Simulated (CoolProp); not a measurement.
Properties of R1234ze(E) along the isotherm 316.3 K (Tc = 382.5 K, pc = 3.635 MPa, ω = 0.313).

Computed with CoolProp (reference Helmholtz-energy equation of state, Thol 2016).

| p (MPa) | phase | density (kg/m³) | cp (kJ/(kg K)) | isothermal compressibility (1/MPa) | expansivity (1/kK) |
|---|---|---|---|---|---|
| 1.25 | liquid | 1103 | 1.451 | 0.006646 | 3.450 |
| 2.5 | liquid | 1112 | 1.432 | 0.006076 | 3.252 |
| 3.75 | liquid | 1120 | 1.416 | 0.005605 | 3.086 |
| 5 | liquid | 1128 | 1.402 | 0.005209 | 2.944 |
| 6.25 | liquid | 1135 | 1.390 | 0.004871 | 2.821 |
| 7.5 | liquid | 1141 | 1.380 | 0.004579 | [?] |
| 8.75 | liquid | 1148 | 1.370 | 0.004323 | 2.615 |
| 10 | liquid | 1154 | [?] | 0.004097 | 2.529 |
| 11.2 | liquid | 1159 | 1.355 | 0.003903 | 2.454 |
| 12.5 | liquid | 1165 | 1.348 | 0.003715 | [?] |
| 13.8 | liquid | 1171 | 1.342 | [?] | 2.312 |
| 15 | liquid | 1176 | 1.336 | 0.003405 | 2.255 |

### Question
What belongs in the gaps?

### Answer

- 7.5, expansivity (1/kK): 2.712
- 10, cp (kJ/(kg K)): 1.362
- 12.5, expansivity (1/kK): 2.380
- 13.8, isothermal compressibility (1/MPa): 0.003546
